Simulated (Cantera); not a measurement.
An adiabatic, constant-volume homogeneous reactor starts with H2 : O2 : N2 : H2O = 1 : 0.417 : 1.5 : 0.38 (molar parts), at 1025 K and 10.0 bar. Integrator tolerance rtol = 1e-08.

Cantera simulation using the H2/O2 subset of GRI-Mech 3.0, which has no nitrogen chemistry; the numbers are that mechanism's predictions, not measurements. The hydrogen kinetics of GRI-Mech 3.0 are dated; newer H2 mechanisms differ, most at raised pressure.

**Question.** What does this change do: pressure from 10.0 bar to 0.400 bar?

**Answer.** 
```csv
quantity,before,after
time of steepest temperature rise,5.10 ms,0.493 ms
temperature at 3.00 s,2937 K,2712 K
equilibrium temperature,2937 K,2712 K
x(H2) at 3.00 s,0.0648 (gas-phase equilibrium 0.0648),0.0742 (gas-phase equilibrium 0.0742)
x(O2) at 3.00 s,0.00197 (gas-phase equilibrium 0.00197),0.00630 (gas-phase equilibrium 0.00630)
x(H2O) at 3.00 s,0.399 (gas-phase equilibrium 0.399),0.372 (gas-phase equilibrium 0.372)
x(OH) at 3.00 s,0.0128 (gas-phase equilibrium 0.0128),0.0217 (gas-phase equilibrium 0.0217)
x(O) at 3.00 s,0.000803 (gas-phase equilibrium 0.000803),0.00311 (gas-phase equilibrium 0.00311)
```

**Question.** What does this change do: initial temperature 1025 to 1275 K?

**Answer.** 
```csv
quantity,before,after
time of steepest temperature rise,5.10 ms,49.5 µs
temperature at 3.00 s,2937 K,3033 K
equilibrium temperature,2937 K,3033 K
x(H2) at 3.00 s,0.0648 (gas-phase equilibrium 0.0648),0.0699 (gas-phase equilibrium 0.0699)
x(O2) at 3.00 s,0.00197 (gas-phase equilibrium 0.00197),0.00364 (gas-phase equilibrium 0.00364)
x(H2O) at 3.00 s,0.399 (gas-phase equilibrium 0.399),0.385 (gas-phase equilibrium 0.385)
x(OH) at 3.00 s,0.0128 (gas-phase equilibrium 0.0128),0.0189 (gas-phase equilibrium 0.0189)
x(O) at 3.00 s,0.000803 (gas-phase equilibrium 0.000803),0.00167 (gas-phase equilibrium 0.00167)
```
Above 3000 K some thermodynamic fits are extrapolated.
